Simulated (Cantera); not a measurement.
## Transport properties of process gases

Gas mixture: 16.6 % NO, 40.0 % N₂, 43.4 % O₂, at 1000000 Pa, frozen composition.

Cantera's kinetic-theory transport with the Lennard-Jones parameters of GRI-Mech 3.0, ideal gas; thermal conductivity in the multicomponent form. The composition is frozen, though it would react at the higher temperatures.

```
T (K)  ρ (kg/m³)  cp (J/kg/K)  μ (µPa s)  λ (mW/m/K)     Pr  D (cm²/s) CO₂  D (cm²/s) H₂  D (cm²/s) H
-----  ---------  -----------  ---------  ----------  -----  -------------  ------------  -----------
400         9.04        990.0       23.9        33.3  0.712         0.0268         0.131        0.210
600         6.03         1036       31.7        46.3  0.709         0.0548         0.258        0.423
800         4.52         1086       38.4        58.9  0.709         0.0898         0.416        0.689
1000        3.62         1127       44.5        70.8  0.708          0.131         0.603         1.00
1200        3.01         1155       50.1        81.8  0.708          0.178         0.815         1.36
1400        2.58         1178       55.4        92.2  0.708          0.231          1.05         1.76
```
D: mixture-averaged diffusion coefficient of that species in the mixture.
